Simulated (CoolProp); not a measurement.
Vapour-liquid equilibrium of CHF3 (R23) (1) + R152A (2) at -68.35 °C; x and y are mole fractions of (1).

Computed with CoolProp (multi-fluid Helmholtz-energy mixture model, Penoncello 2003 and Outcalt 1996; pair parameters Bell 2016).

| x | bubble pressure, mixture model (MPa) | bubble pressure, Raoult's law (MPa) | y, mixture model | y, Raoult's law |
|---|---|---|---|---|
| 0.05 | 0.01686 | 0.01868 | 0.512 | 0.563 |
| 0.2 | 0.04361 | 0.04893 | 0.839 | 0.859 |
| 0.35 | 0.07277 | 0.07919 | (withheld) | 0.929 |
| 0.5 | (withheld) | 0.1094 | 0.957 | 0.961 |
| 0.65 | 0.1353 | 0.1397 | (withheld) | 0.978 |
| 0.8 | 0.1673 | 0.1700 | 0.989 | 0.990 |
| 0.95 | 0.1995 | 0.2002 | 0.998 | 0.998 |

Question: Complete the blanks.

Answer: 
- 0.35, y, mixture model: 0.921
- 0.5, bubble pressure, mixture model (MPa): 0.1036
- 0.65, y, mixture model: 0.977

The largest gap from Raoult's law is -10.9 % in bubble pressure, at x = 0.2. No azeotrope shows between x = 0.05 and 0.95.

The pair parameters rest on a limited set of measurements; away from them the model extrapolates.
